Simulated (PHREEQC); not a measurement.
Cooling-tower water (model solution)

A made-up water analysis in mg/L, 25 °C, pH 6.65, pe 12.4: Na 199; K 57.4; Ca 327; Mg 26.8; Cl 101; S(6) as SO4 532; Alkalinity as HCO3 885; F 4.86; Cd 12; B 0.251; Li 0.0602.

Cl is adjusted to close the charge balance.
Valence states are taken as typed.

All values are PHREEQC results (ion-association model, wateq4f.dat), not measurements.

No solid was allowed to form.

**Question.** What ionic strength does the model give?

**Answer.** ionic strength 0.0362 mol/kgw.

**Question.** In which forms is Mg present?

**Answer.** Mg+2 75 %, MgSO4 18 %, MgHCO3+ 6.4 %, MgF+ 0.6 % of the Mg.

Saturation is exceeded, for instance for Otavite, Fluorite; the values hold only as long as no solid forms. Species that the database lacks are ignored. Real BF4- forms and hydrolyses slowly; the run takes it at equilibrium. The database's cadmium carbonate complexes are estimates of doubtful size.
